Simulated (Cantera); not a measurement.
Feed: 1 mol Si, 3.1 mol Cl₂, 0.78 mol H₂, 1.5 mol HF, at 0.390 bar.

Equilibrium computed with Cantera from the NASA thermochemical tables; the gas is ideal and each condensed phase is pure. Candidate condensed phases: Si; 37 gas species. Rates play no part.

### Question
At 523 K, list the 4 most abundant gas species with their mole fractions, and the condensed phases.

### Answer
HCl 0.699, SiCl₄ 0.143, SiF₄ 0.0856, Cl₂ 0.0731. Condensed: gas only.
